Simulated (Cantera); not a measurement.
An adiabatic, constant-volume homogeneous reactor starts with 3.07 % C3H8, 18.5 % O2, 69.6 % N2, 8.89 % CO2, equivalence ratio 0.83, at 1650 K and 17.0 bar.

Cantera simulation using GRI-Mech 3.0 (53 species, 325 reactions); the numbers are that mechanism's predictions, not measurements. GRI-Mech 3.0 was tuned for natural gas; its chemistry of propane as a main component is partial and can be far from experiment. The pressure lies above the range GRI-Mech 3.0 was tuned for (to about 10 atm).

One state of this run: T (K) = 2972; P (bar) = 32.4; x C3H8 = <1e-12; x O2 = 0.0364; x CO2 = 0.134; x NO2 = 2.44e-5; x CH4 = <1e-12; x NO = 0.0175; x HCO = 1.52e-7. x: mole fraction; the columns are a selection and need not sum to one.

Q: Which value of t (s) does it belong to?
(A) 0.00330
(B) 7.00e-6
(C) 0.000108
(D) 1.39e-5

A: A, 0.00330
